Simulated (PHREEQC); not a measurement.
Solution (25 °C): 80 mmol/kgw NH4HF2, 1.2 mmol/kgw (NH4)2SiF6, 180 mmol/kgw H3BO3 and 0.37 mmol/kgw H2SO4. Closed to the air; pH follows from the charge balance.

All values are PHREEQC results (ion-association model, wateq4f.dat), not measurements.

Q: The ionic strength comes out as 0.0836 mol/kgw. What activity coefficients do NH4+, BF3OH-, SiF6-2, H+, NH4SO4- get?

A: NH4+ 0.79, BF3OH- 0.76, SiF6-2 0.40, H+ 0.83, NH4SO4- 0.79.

This is a speciation only: nothing precipitates in the calculation. Examples of supersaturated solids here: Quartz (slow to form). Others may be too. SiF6-2 is the database's only silicon fluoride. Real BF4- forms and hydrolyses slowly; the run takes it at equilibrium.
